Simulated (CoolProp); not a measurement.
Computed with CoolProp (reference Helmholtz-energy equation of state, Schmidt 1985).

Problem. Give the vapour pressure (kPa), liquid density (kg/m³), vapour density (kg/m³), enthalpy of vaporisation (kJ/kg) of saturated oxygen at 115.8 K.

Solution. 
```json
[
 {"T (K)": "115.8", "p (kPa)": "794", "liquid density (kg/m³)": "1000", "vapour density (kg/m³)": "30.7", "enthalpy of vaporisation (kJ/kg)": "181"}
]
```
